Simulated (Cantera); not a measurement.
**Fe + HCl (chemical vapour transport)**

A closed system holds: 1 mol Fe, 0.1 mol HCl, at 705 Torr.

Equilibrium computed with Cantera from the NASA thermochemical tables; the gas is ideal and each condensed phase is pure. Candidate condensed phases: Fe, FeCl2, FeCl3; 11 gas species. Mutual solubility and eutectic melting of coexisting phases are not modelled. Kinetics and transport are ignored.

```tsv
T (K)	x HCl	x H2	x FeCl2	x Fe2Cl4	x FeCl3	x H	x Cl	n Fe(α)	n FeCl2(l)	n Fe(γ)
1123	0.431	0.405	0.134	0.0295	0.000109	2.80e-8	2.65e-8	0.967	0.0171	0
1173	0.438	0.302	0.219	0.0412	0.000195	6.68e-8	8.47e-8	0.971	0	0
1223	0.427	0.300	0.244	0.0282	0.000199	1.70e-7	2.08e-7	0	0	0.971
1273	0.416	0.302	0.263	0.0191	0.000197	4.04e-7	4.73e-7	0	0	0.970
1323	0.404	0.305	0.279	0.0129	0.000191	9.03e-7	1.00e-6	0	0	0.970
1373	0.392	0.308	0.291	0.00882	0.000182	1.91e-6	2.01e-6	0	0	0.969
1423	0.381	0.313	0.300	0.00612	0.000174	3.83e-6	3.82e-6	0	0	0.969
1473	0.370	0.317	0.308	0.00432	0.000165	7.35e-6	6.95e-6	0	0	0.968
1523	0.360	0.322	0.315	0.00311	0.000156	1.35e-5	1.21e-5	0	0	0.968
```
x: gas mole fraction; n: condensed amount in mol.

At 1123 K the condensed part is Fe(α) + FeCl2(l). At 1173 K the condensed part is Fe(α). From 1223 K to 1523 K the condensed part is Fe(γ). The main Fe-bearing gas is FeCl2 throughout.
